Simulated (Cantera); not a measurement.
A closed system holds: 1 mol Si, 0.44 mol CO2, 2.1 mol CO, equilibrated at 15000 Pa.

Method: chemical equilibrium by Gibbs-energy minimisation in Cantera with the NASA 1993 tables (ideal gas, pure condensed phases). Candidate condensed phases: C, Si, SiC, SiO2; 20 gas species. Kinetics and transport are ignored.

x: gas mole fraction; n: condensed amount in mol.

```tsv
T (°C)	x CO	x CO2	n C(graphite)	n SiO2(α-quartz)	n SiO2(β-quartz)
427	0.0398	0.960	2.04	1.00	0
477	(withheld)	0.896	2.02	1.00	0
527	0.228	0.772	1.99	1.00	0
577	0.423	0.577	1.92	0	1.00
627	(withheld)	(withheld)	1.82	0	1.00
677	0.828	0.172	1.70	0	1.00
727	0.927	0.0731	1.63	0	1.00
777	0.970	0.0302	1.59	0	1.00
827	0.987	0.0129	1.57	0	1.00
```

**Question.** Complete the blanks.

**Answer.** 
- 627, x CO: 0.648
- 627, x CO2: 0.352
- 477, x CO: 0.104
